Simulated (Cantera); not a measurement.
Mixture: CH₄ : O₂ : N₂ : H₂O = 1 : 2.82 : 11.5 : 4.6 (molar parts), equivalence ratio 0.71, at 490000 Pa, adiabatic and at constant pressure. Ignition delay is the time to a rise of 400 K.

Computed with Cantera and GRI-Mech 3.0 (53 species, 325 reactions).

Task: What does this change do: 1.4 parts CO2 added?

Result: 
```
quantity                                                before       after
--------------------------------------------------  ----------  ----------
delay at 1048 K                                        88.5 ms     95.6 ms
delay at 1148 K                                        21.7 ms     23.6 ms
delay at 1248 K                                        6.66 ms     7.29 ms
delay at 1348 K                                        2.29 ms     2.52 ms
delay at 1448 K                                       0.823 ms    0.905 ms
apparent activation energy between 1398 and 1498 K  180 kJ/mol  180 kJ/mol
```
